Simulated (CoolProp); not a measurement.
Values from CoolProp's reference Helmholtz-energy equation of state, Guder 2009.

### Question
Give the vapour pressure (MPa), vapour density (kg/m³), vapour viscosity (µPa s) of saturated sulfur hexafluoride at 33.95 °C.

### Answer
| T (°C) | p (MPa) | vapour density (kg/m³) | vapour viscosity (µPa s) |
|---|---|---|---|
| 33.95 | 2.90 | 306 | 20.1 |

Viscosity comes from a separate model (Quiñones-Cisneros 2012).
